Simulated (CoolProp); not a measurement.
R141b along the isobar 6190 kPa: density (kg/m³) from the reference equation and from simpler models built on Tc = 477.5 K, pc = 4212 kPa, ω = 0.220; each cubic takes its own stable root.

Values from CoolProp's reference Helmholtz-energy equation of state, Lemmon 2006. It is a short technical equation, of lower accuracy than the large ones.

| T (K) | phase | reference |
|---|---|---|
| 219.3 | liquid | 1386 |
| 225.2 | liquid | 1375 |
| 231 | liquid | 1365 |
| 236.8 | liquid | 1355 |
| 242.6 | liquid | 1345 |
| 248.5 | liquid | 1335 |
| 254.3 | liquid | 1325 |
| 260.1 | liquid | 1314 |
| 265.9 | liquid | 1304 |
| 271.8 | liquid | 1294 |
| 277.6 | liquid | 1283 |
| 283.4 | liquid | 1273 |
| 289.3 | liquid | 1262 |
| 295.1 | liquid | 1252 |

Q: How far does each simpler model (van der Waals, Redlich-Kwong, Peng-Robinson) lie from the reference over these 14 states: mean and median of the absolute difference, and the worst?

A: 
- van der Waals: mean 38.3 %, median 38.3 %, worst -39.0 % at 219.3 K and 6190 kPa
- Redlich-Kwong: mean 9.8 %, median 9.7 %, worst -10.1 % at 219.3 K and 6190 kPa
- Peng-Robinson: mean 3.2 %, median 3.3 %, worst +4.0 % at 295.1 K and 6190 kPa
